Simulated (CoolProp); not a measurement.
Vapour-liquid equilibrium of R124 (1) + R142b (2) at -49.45 °C; x and y are mole fractions of (1).

Computed with CoolProp (multi-fluid Helmholtz-energy mixture model, de Vries 1995 and Lemmon 2006; pair parameters Bell 2016).

```json
[
 {"x": "0.05", "bubble pressure (MPa)": "0.01394", "y at the bubble point": "0.052", "dew pressure at overall composition x (MPa)": "0.01394", "liquid density (mol/L)": "12.68"},
 {"x": "0.2", "bubble pressure (MPa)": "0.01401", "y at the bubble point": "0.206", "dew pressure at overall composition x (MPa)": "0.01401", "liquid density (mol/L)": "12.50"},
 {"x": "0.35", "bubble pressure (MPa)": "0.01410", "y at the bubble point": "0.361", "dew pressure at overall composition x (MPa)": "0.01409", "liquid density (mol/L)": "12.32"},
 {"x": "0.5", "bubble pressure (MPa)": "0.01423", "y at the bubble point": "0.518", "dew pressure at overall composition x (MPa)": "0.01421", "liquid density (mol/L)": "12.15"},
 {"x": "0.65", "bubble pressure (MPa)": "0.01443", "y at the bubble point": "0.674", "dew pressure at overall composition x (MPa)": "0.01439", "liquid density (mol/L)": "11.98"},
 {"x": "0.8", "bubble pressure (MPa)": "0.01474", "y at the bubble point": "0.824", "dew pressure at overall composition x (MPa)": "0.01468", "liquid density (mol/L)": "11.81"},
 {"x": "0.95", "bubble pressure (MPa)": "0.01516", "y at the bubble point": "0.960", "dew pressure at overall composition x (MPa)": "0.01512", "liquid density (mol/L)": "11.64"}
]
```

No azeotrope shows between x = 0.05 and 0.95.

The pair parameters rest on a limited set of measurements; away from them the model extrapolates.
